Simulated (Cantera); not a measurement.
## N2O furnace oxynitridation

A perfectly stirred reactor is fed with 71.4 % N2O, 28.6 % H2O, at 101000 Pa; it is held at 1125 K, and followed from long to short residence time.

Cantera simulation using GRI-Mech 3.0 (53 species, 325 reactions); the numbers are that mechanism's predictions, not measurements. GRI-Mech 3.0 was tuned for natural gas; its chemistry of N2O as a main component is partial and can be far from experiment. The mechanism lacks the step 2 NO + O2 → 2 NO2, which can matter for NO2 below about 1400 K. The temperature is held fixed by assumption; the heat of reaction is taken as removed at once.

```tsv
τ (s)	x N2O	x H2O	x N2	x HO2	x H
10	0.190	0.231	0.380	2.30e-7	4.83e-10
1.9	0.438	0.257	0.199	5.54e-7	9.15e-10
0.37	0.628	0.277	0.0623	1.38e-6	1.62e-9
0.069	0.696	0.284	0.0135	2.77e-6	2.64e-9
0.013	0.711	0.285	0.00262	3.82e-6	3.39e-9
0.0025	0.714	0.286	0.000497	4.08e-6	3.20e-9
0.00047	0.714	0.286	8.89e-5	2.71e-6	2.06e-9
```
x: mole fraction; the columns are a selection and need not sum to one.
